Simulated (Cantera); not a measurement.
## MgO + F2 (oxide etching and cleaning by halides)

A closed system holds: 1 mol MgO, 0.67 mol F2, equilibrated at 2300 Pa.

These are equilibrium values from Cantera (NASA tables, ideal gas, pure condensed phases), not measurements of a reactor. Candidate condensed phases: Mg, MgF2, MgO; 14 gas species. Mutual solubility and eutectic melting of coexisting phases are not modelled. Equilibrium is a limit: real reactors are often held back by kinetics, nucleation or transport.

```
T (K)   x O2    x MgF2       x O       x F   x Mg2F4     x MgF  n MgF2(s)  n MgO(s)  n MgF2(l)
-----  -----  --------  --------  --------  --------  --------  ---------  --------  ---------
700     1.00    <1e-12    <1e-12    <1e-12    <1e-12    <1e-12      0.670     0.330          0
850     1.00    <1e-12  4.89e-12    <1e-12    <1e-12    <1e-12      0.670     0.330          0
1000    1.00  6.34e-10   1.04e-9  1.89e-12    <1e-12    <1e-12      0.670     0.330          0
1150    1.00   2.52e-7   5.48e-8  3.95e-10  2.94e-12    <1e-12      0.670     0.330          0
1300   1.000   2.40e-5   1.17e-6   2.40e-8   1.31e-9  2.28e-12      0.670     0.330          0
1450   0.999  0.000860   1.32e-5   6.21e-7   1.57e-7  7.54e-10      0.670     0.330          0
1600   0.987    0.0127   9.50e-5   7.91e-6   5.08e-6   7.50e-8          0     0.330      0.666
```
x: gas mole fraction; n: condensed amount in mol.

From 700 K to 1450 K the condensed part is MgF2(s) + MgO(s). At 1600 K the condensed part is MgF2(l) + MgO(s).
